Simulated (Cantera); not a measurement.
Charge: 1 mol SiH2Cl2, a varied amount of H2, 0.27 mol HCl, equilibrated at 975 K and 1.00 bar.

Points: n(H2) (mol) = 27, 42, 66, 100, 160, 240, 380.

Cantera's Mixture.equilibrate('TP', solver="vcs", rtol=1e-11, max_steps=5000) on the NASA tables stopped like this:

```
ERROR: FAILURE its = 5001!

*******************************************************************************
CanteraError thrown by MultiPhase::equilibrate:
VCS solver failed. Return code: -1
*******************************************************************************
```

**Question.** What got this run through?

**Answer.** This is not unique; one that fits is The failure is numerical, not chemical. The same input converged with solver="gibbs", rtol=1e-10, max_steps=50000, and the result passed a check of the equilibrium conditions:
```
log10 of partial pressures in bar; condensed amounts in mol
     n(H2)        H2    SiHCL3     SiCL4       HCL   SiH2CL2     SiCL3     SiCL2    SiH3CL    Si(cr)
        27    -0.012    -1.986    -1.999    -2.267    -2.953    -3.883    -4.315    -4.518     0.379
        42    -0.008    -2.152    -2.222    -2.322    -3.062    -4.051    -4.427    -4.569     0.386
        66    -0.006    -2.331    -2.463    -2.380    -3.179    -4.231    -4.547    -4.625    0.3984
       100    -0.004    -2.504    -2.695    -2.438    -3.294    -4.405    -4.663    -4.681    0.4161
       160    -0.003    -2.713    -2.974    -2.507    -3.432    -4.614    -4.803    -4.748    0.4457
       240    -0.002    -2.906    -3.232    -2.571    -3.560    -4.808    -4.932    -4.812    0.4813
       380    -0.002    -3.145    -3.551    -2.650    -3.719    -5.047    -5.091    -4.891     0.535
```

The gas is ideal and each condensed phase is pure. The tables' values for SiCl3 are old estimates; treat these amounts as uncertain.
